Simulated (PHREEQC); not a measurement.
Solution (25 °C): 0.0042 mol/kgw CaCl2, 0.0002 mol/kgw Na2SO4 and 0.0011 mol/kgw H4SiO4. Closed to the air; pH follows from the charge balance.

Equilibrium calculation in PHREEQC: ion-association model, wateq4f.dat.

```json
{
 "pH": "6.38",
 "ionic_strength": "0.0130 mol/kgw"
}
```

| species | molality | activity | log γ |
|---|---|---|---|
| Cl- | 0.00840 | 0.00747 | -0.051 |
| Ca+2 | 0.00415 | 0.00266 | -0.194 |
| H4SiO4 | 0.00110 | 0.00110 | 0.001 |
| Na+ | 0.000400 | 0.000357 | -0.050 |
| SO4-2 | 0.000150 | 9.51e-5 | -0.196 |
| CaSO4 | 5.03e-5 | 5.04e-5 | 0.001 |
| H+ | 4.61e-7 | 4.17e-7 | -0.043 |
| H3SiO4- | 4.38e-7 | 3.90e-7 | -0.051 |
| NaSO4- | 1.90e-7 | 1.70e-7 | -0.048 |
| OH- | 2.70e-8 | 2.40e-8 | -0.051 |
| HSO4- | 4.33e-9 | 3.86e-9 | -0.050 |

No solid was allowed to form. Examples of supersaturated solids here: Quartz (slow to form), Chalcedony (slow to form). Others may be too. Species that the database lacks are ignored.
